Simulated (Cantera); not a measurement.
Input: 1 mol Si, 0.023 mol CO2, 5 mol H2, at 1450 K.

Method: chemical equilibrium by Gibbs-energy minimisation in Cantera with the NASA 1993 tables (ideal gas, pure condensed phases). Candidate condensed phases: C, C6H6, C7H8, C8H18, H2O, Si, SiC, SiO2; 123 gas species. Mutual solubility and eutectic melting of coexisting phases are not modelled. The tables hold silica as quartz up to 1696 K and as liquid above; real silica turns to tridymite and cristobalite and melts near 1996 K. Kinetics and transport are ignored.

Task: Which condensed phases are stable at each of these points (P (Pa)): 0.100, 1.50, 22, 320, 4600, 68000, 1000000?

Result: 
| P (Pa) | condensed phases | Si condensed (%) |
|---|---|---|
| 0.100 | Si(s) + SiC(s) | 93.9 |
| 1.50 | Si(s) + SiC(s) | 95.4 |
| 22 | Si(s) + SiC(s) | 95.5 |
| 320 | Si(s) + SiC(s) | 95.5 |
| 4600 | Si(s) + SiC(s) + SiO2(β-quartz) | 97.8 |
| 68000 | Si(s) + SiC(s) + SiO2(β-quartz) | 99.9 |
| 1000000 | Si(s) + SiC(s) + SiO2(β-quartz) | 100.0 |

From 1.00e-6 bar to 0.00320 bar the condensed part is Si(s) + SiC(s). From 0.0460 bar to 10.0 bar the condensed part is Si(s) + SiC(s) + SiO2(β-quartz).
